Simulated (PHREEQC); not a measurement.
## Nickel, zinc or cadmium bath

Dissolve 1.8 mmol/kgw CdCl2, 13 mmol/kgw Na2SO4 and 0.44 mmol/kgw H2SO4 at 20 °C. Closed to the air; pH follows from the charge balance.

All values are PHREEQC results (ion-association model, wateq4f.dat), not measurements.

Each row changes one thing in this solution. This is a speciation only: nothing precipitates in the calculation.

```csv
case,pH,ionic strength (mol/kgw),SO4-2 (mol/kgw),Cl- (mol/kgw),Cd+2 (mol/kgw),NaSO4- (mol/kgw),SI of Mirabilite (Na2SO4:10H2O),SI of Halite (NaCl)
as made,3.30,0.0404,0.0116,0.00346,0.000888,0.000697,-4.24,-5.79
Na2SO4 from 0.013 to 0.026 mol/kgw,3.40,0.0754,0.0226,0.00350,0.000735,0.00223,-3.48,(withheld)
temperature from 20 to 60 °C,3.48,0.0396,0.0113,0.00345,0.000856,0.000810,-5.99,(withheld)
CdCl2 from 0.0018 to 0.00036 mol/kgw,3.31,0.0386,0.0122,0.000714,0.000182,0.000741,-4.22,-6.47
H2SO4 from 0.00044 to 0.000396 mol/kgw,(withheld),0.0403,0.0116,0.00346,0.000888,0.000696,-4.24,-5.79
Na2SO4 from 0.013 to 0.0026 mol/kgw,(withheld),0.0123,0.00252,0.00335,0.00120,4.06e-5,(withheld),-6.43
```

Q: Fill in the missing entries.

A: 
- Na2SO4 from 0.013 to 0.026 mol/kgw, SI of Halite (NaCl): -5.53
- temperature from 20 to 60 °C, SI of Halite (NaCl): -5.88
- H2SO4 from 0.00044 to 0.000396 mol/kgw, pH: 3.35
- Na2SO4 from 0.013 to 0.0026 mol/kgw, pH: 3.16
- Na2SO4 from 0.013 to 0.0026 mol/kgw, SI of Mirabilite (Na2SO4:10H2O): -6.11

Species that the database lacks are ignored. At this temperature some constants are extrapolated from 25 °C, and those without enthalpy data are left unchanged.
